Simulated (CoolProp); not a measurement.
Vapour-liquid equilibrium of R143a (1) + R152A (2) at 268.9 K; x and y are mole fractions of (1).

Values from CoolProp's multi-fluid Helmholtz-energy mixture model, Lemmon and Jacobsen 2000 and Outcalt 1996; pair parameters Bell 2016.

| x | bubble pressure (MPa) | y at the bubble point | dew pressure at overall composition x (MPa) | liquid density (mol/L) |
|---|---|---|---|---|
| 0.05 | 0.2470 | 0.124 | 0.2341 | 14.54 |
| 0.15 | 0.2858 | 0.310 | 0.2519 | 14.29 |
| 0.25 | 0.3212 | 0.446 | 0.2722 | 14.05 |
| 0.35 | 0.3542 | 0.553 | 0.2956 | 13.81 |
| 0.45 | 0.3852 | 0.642 | 0.3223 | 13.57 |
| 0.55 | 0.4150 | 0.720 | 0.3531 | 13.34 |
| 0.65 | 0.4438 | 0.789 | 0.3880 | 13.12 |
| 0.75 | 0.4720 | 0.853 | 0.4274 | 12.89 |
| 0.85 | 0.4999 | 0.913 | 0.4708 | 12.68 |
| 0.95 | 0.5277 | 0.971 | 0.5174 | 12.46 |

No azeotrope shows between x = 0.05 and 0.95.

The pair parameters rest on a limited set of measurements; away from them the model extrapolates.
